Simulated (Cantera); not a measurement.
An isothermal, constant-pressure homogeneous reactor starts with CH4 : H2 = 1 : 1 (molar parts), at 1775 K and 0.728 Torr. Integrator tolerance rtol = 1e-08.

Detailed kinetics in Cantera: GRI-Mech 3.0 (53 species, 325 reactions). GRI-Mech 3.0 stops at C3 and has no aromatics, soot or wall deposition, so with more carbon than oxygen in the feed, carbon stays in small species such as C2H2 where larger ones or solid carbon would form. Radical loss at walls, strong at low pressure, is not modelled.

**Question.** What does this change do: pressure from 0.728 Torr to 100.0 Torr?

**Answer.** 
```tsv
quantity	before	after
x(CH4) at 2.00 s	0.0348 (gas-phase equilibrium 2.06e-5)	0.00293 (gas-phase equilibrium 0.00286)
x(H2) at 2.00 s	0.807 (gas-phase equilibrium 0.826)	0.831 (gas-phase equilibrium 0.831)
x(C2H4) at 2.00 s	0.000231 (gas-phase equilibrium 3.68e-6)	0.000506 (gas-phase equilibrium 0.000506)
x(C2H) at 2.00 s	3.14e-6 (gas-phase equilibrium 1.34e-5)	1.14e-6 (gas-phase equilibrium 1.14e-6)
x(CH3) at 2.00 s	0.00181 (gas-phase equilibrium 4.29e-6)	5.18e-5 (gas-phase equilibrium 5.05e-5)
x(C2H2) at 2.00 s	0.154 (gas-phase equilibrium 0.166)	0.165 (gas-phase equilibrium 0.165)
x(H) at 2.00 s	0.00209 (gas-phase equilibrium 0.00850)	0.000727 (gas-phase equilibrium 0.000728)
```

**Question.** What does this change do: pressure from 0.728 Torr to 53.3 Torr?

**Answer.** 
```tsv
quantity	before	after
x(CH4) at 2.00 s	0.0348 (gas-phase equilibrium 2.06e-5)	0.00197 (gas-phase equilibrium 0.00153)
x(H2) at 2.00 s	0.807 (gas-phase equilibrium 0.826)	0.831 (gas-phase equilibrium 0.831)
x(C2H4) at 2.00 s	0.000231 (gas-phase equilibrium 3.68e-6)	0.000271 (gas-phase equilibrium 0.000271)
x(C2H) at 2.00 s	3.14e-6 (gas-phase equilibrium 1.34e-5)	1.56e-6 (gas-phase equilibrium 1.56e-6)
x(CH3) at 2.00 s	0.00181 (gas-phase equilibrium 4.29e-6)	4.78e-5 (gas-phase equilibrium 3.70e-5)
x(C2H2) at 2.00 s	0.154 (gas-phase equilibrium 0.166)	0.166 (gas-phase equilibrium 0.166)
x(H) at 2.00 s	0.00209 (gas-phase equilibrium 0.00850)	0.000996 (gas-phase equilibrium 0.000998)
```

**Question.** What does this change do: CH4 1 to 0.35 parts?

**Answer.** 
```tsv
quantity	before	after
x(CH4) at 2.00 s	0.0348 (gas-phase equilibrium 2.06e-5)	0.0346 (gas-phase equilibrium 1.81e-5)
x(H2) at 2.00 s	0.807 (gas-phase equilibrium 0.826)	0.873 (gas-phase equilibrium 0.889)
x(C2H4) at 2.00 s	0.000231 (gas-phase equilibrium 3.68e-6)	0.000209 (gas-phase equilibrium 2.44e-6)
x(C2H) at 2.00 s	3.14e-6 (gas-phase equilibrium 1.34e-5)	1.76e-6 (gas-phase equilibrium 7.99e-6)
x(CH3) at 2.00 s	0.00181 (gas-phase equilibrium 4.29e-6)	0.00177 (gas-phase equilibrium 3.63e-6)
x(C2H2) at 2.00 s	0.154 (gas-phase equilibrium 0.166)	0.0881 (gas-phase equilibrium 0.102)
x(H) at 2.00 s	0.00209 (gas-phase equilibrium 0.00850)	0.00222 (gas-phase equilibrium 0.00882)
```
